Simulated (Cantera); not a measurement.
Input: 1 mol MgO, 6.9 mol HF, 7.9 mol N₂, at 1427 °C and 100 Torr.

Equilibrium computed with Cantera from the NASA thermochemical tables; the gas is ideal and each condensed phase is pure. Candidate condensed phases: H₂O, Mg, MgF₂, MgO, Mg(OH)₂; 50 gas species. Mutual solubility and eutectic melting of coexisting phases are not modelled. Equilibrium is a limit: real reactors are often held back by kinetics, nucleation or transport.

Problem. What is the equilibrium state?

Solution. 
```json
{
  "x(N₂)": "0.560",
  "x(HF)": "0.374",
  "x(H₂O)": "0.0573",
  "x(MgF₂)": "0.00851",
  "x(H₂)": "0.000304",
  "x(O₂)": "0.000108",
  "x(OH)": "6.86e-5",
  "x(NO)": "5.55e-5",
  "x(H)": "7.03e-6",
  "n(MgF₂(l))": "0.694 mol",
  "n(MgO(s))": "0.186 mol",
  "gas_amount": "14.11 mol",
  "log10 activity of Mg(l) (absent)": "-10.25"
}
```
